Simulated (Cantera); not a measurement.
Cantera run, input and output.

```python
import numpy as np
import cantera as ct

gas = ct.Solution("gri30.yaml")


def delay(T, t_max=10):
    gas.TPX = T, 400000, {'CH4': 1, 'CO': 0.046, 'O2': 1.06, 'N2': 3.62}
    reactor = ct.IdealGasConstPressureReactor(gas, clone=False)
    net = ct.ReactorNet([reactor])
    net.rtol, net.atol = 1e-8, 1e-16
    while net.time < t_max:
        t_old, T_old = net.time, reactor.T
        net.step()
        if reactor.T > T + 400:  # ignition: a rise of 400 K
            return t_old + (T + 400 - T_old) / (reactor.T - T_old) * (net.time - t_old)
    return np.nan


taus = []
for T in [1125, 1200, 1275, 1350, 1425]:
    taus.append(delay(T))
    print(f"T0 = {T:6g} K   tau = {taus[-1]:.4e} s")

# d ln(tau) / d ln(k), from doubling and halving each rate constant
T, sens = 1125, []
for i in range(gas.n_reactions):
    gas.set_multiplier(2.0, i)
    up = delay(T)
    gas.set_multiplier(0.5, i)
    down = delay(T)
    gas.set_multiplier(1.0, i)
    sens.append((np.log(up / down) / np.log(4.0), gas.reaction(i).equation))
sens.sort(key=lambda x: -abs(x[0]))
print(f"sensitivities at {T} K")
for s, eq in sens[:10]:
    print(f"{s:8.3f}  {eq}")
```

Output:

```
T0 =   1125 K   tau = 5.1613e-02 s
T0 =   1200 K   tau = 1.7960e-02 s
T0 =   1275 K   tau = 6.7582e-03 s
T0 =   1350 K   tau = 2.7155e-03 s
T0 =   1425 K   tau = 1.1524e-03 s
sensitivities at 1125 K
   0.595  2 CH3 (+M) <=> C2H6 (+M)
  -0.426  CH3 + O2 <=> CH2O + OH
  -0.397  CH2O + O2 <=> HCO + HO2
  -0.340  CH3 + HO2 <=> CH3O + OH
  -0.239  CH3 + O2 <=> CH3O + O
   0.224  CH4 + H <=> CH3 + H2
  -0.183  CH2O + CH3 <=> CH4 + HCO
  -0.174  CH3O + O2 <=> CH2O + HO2
   0.127  CO + HO2 <=> CO2 + OH
   0.127  CH2O + H (+M) <=> CH3O (+M)
```

Cantera simulation using GRI-Mech 3.0 (53 species, 325 reactions); the numbers are that mechanism's predictions, not measurements.
